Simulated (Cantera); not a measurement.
Gas mixture: 100 % CO, at 960000 Pa, frozen composition.

Cantera's kinetic-theory transport with the Lennard-Jones parameters of GRI-Mech 3.0, ideal gas; thermal conductivity in the multicomponent form.

D: mixture-averaged diffusion coefficient of that species in the mixture.

| T (K) | ρ (kg/m³) | cp (J/kg/K) | μ (µPa s) | λ (mW/m/K) | Pr | D (cm²/s) NH3 | D (cm²/s) H2 | D (cm²/s) N2 |
|---|---|---|---|---|---|---|---|---|
| 400 | 8.09 | 1049 | 22.0 | 31.9 | 0.722 | 0.0399 | 0.133 | 0.0361 |
| 500 | 6.47 | 1064 | 25.7 | 38.0 | 0.720 | 0.0603 | 0.193 | 0.0529 |
| 600 | 5.39 | 1086 | 29.1 | 44.0 | 0.718 | 0.0839 | 0.262 | 0.0720 |
| 700 | 4.62 | 1112 | (withheld) | (withheld) | 0.717 | (withheld) | (withheld) | (withheld) |
| 800 | 4.04 | 1139 | 35.2 | (withheld) | 0.717 | (withheld) | (withheld) | (withheld) |
| 900 | 3.59 | 1164 | 38.1 | 61.9 | 0.716 | 0.171 | 0.514 | 0.142 |

**Question.** Fill in the missing entries.

**Answer.** 
- 700, μ (µPa s): 32.3
- 700, λ (mW/m/K): 50.0
- 700, D (cm²/s) NH3: 0.110
- 700, D (cm²/s) H2: 0.338
- 700, D (cm²/s) N2: 0.0934
- 800, λ (mW/m/K): 56.0
- 800, D (cm²/s) NH3: 0.140
- 800, D (cm²/s) H2: 0.422
- 800, D (cm²/s) N2: 0.117
